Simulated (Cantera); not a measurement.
Moist CO burnout

An isothermal, constant-pressure homogeneous reactor starts with 0.407 % CO, 7.03 % O2, 0.0814 % H2O, 92.5 % N2, equivalence ratio 0.029, at 950 K and 3230 Torr.

Detailed kinetics in Cantera: GRI-Mech 3.0 (53 species, 325 reactions).

| t (s) | x CO | x O2 | x H2O | x CO2 | x NO |
|---|---|---|---|---|---|
| 5.00e-5 | 0.00407 | 0.0703 | 0.000814 | 2.00e-11 | <1e-12 |
| 0.000152 | 0.00407 | 0.0703 | 0.000814 | 6.36e-11 | <1e-12 |
| 0.000465 | 0.00407 | 0.0703 | 0.000814 | 2.16e-10 | <1e-12 |
| 0.00142 | 0.00407 | 0.0703 | 0.000814 | 8.13e-10 | <1e-12 |
| 0.00432 | 0.00407 | 0.0703 | 0.000814 | 3.19e-9 | <1e-12 |
| 0.0132 | 0.00407 | 0.0703 | 0.000814 | 1.21e-8 | <1e-12 |
| 0.0402 | 0.00407 | 0.0703 | 0.000814 | 5.02e-8 | <1e-12 |
| 0.122 | 0.00407 | 0.0703 | 0.000814 | 2.80e-7 | <1e-12 |
| 0.373 | 0.00407 | 0.0703 | 0.000814 | 2.40e-6 | <1e-12 |
| 1.14 | 0.00404 | 0.0703 | 0.000814 | 3.14e-5 | <1e-12 |
| 3.47 | 0.00383 | 0.0702 | 0.000814 | 0.000238 | <1e-12 |
| 10.6 | 0.00323 | 0.0699 | 0.000814 | 0.000840 | <1e-12 |
| 32.3 | 0.00197 | 0.0693 | 0.000814 | 0.00211 | 6.63e-12 |
| 98.4 | 0.000554 | 0.0686 | 0.000815 | 0.00352 | 2.65e-11 |
| 300 | 4.85e-5 | 0.0684 | 0.000815 | 0.00403 | 3.82e-11 |
x: mole fraction; the columns are a selection and need not sum to one.

Equilibrium at this temperature and pressure: CO <1e-12, O2 0.0684, H2O 0.000816, CO2 0.00408, NO 1.09e-5 (gas phase only).
